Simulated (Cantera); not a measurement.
Charge: 1 mol Si, 2.7 mol Cl2, at 1225 °C and 0.220 bar.

Cantera equilibrium calculation (NASA polynomials, part measured and part estimated; ideal gas, pure solids and liquids). Candidate condensed phases: Si; 9 gas species. The tables' values for SiCl3 are old estimates; treat these amounts as uncertain. The numbers say what is thermodynamically allowed, not how fast it happens.

Base state: SiCl4 0.566, Cl2 0.360, Cl 0.0738, SiCl3 6.02e-5 (mole fractions); condensed: gas only.

What changes in the equilibrium state with this change: pressure from 0.220 bar to 3.90 mbar?


| species | before | after |
|---|---|---|
| SiCl4 | 0.566 | 0.480 |
| Cl | 0.0738 | 0.364 |
| Cl2 | 0.360 | 0.155 |
| SiCl3 | 6.02e-5 | 0.000584 |
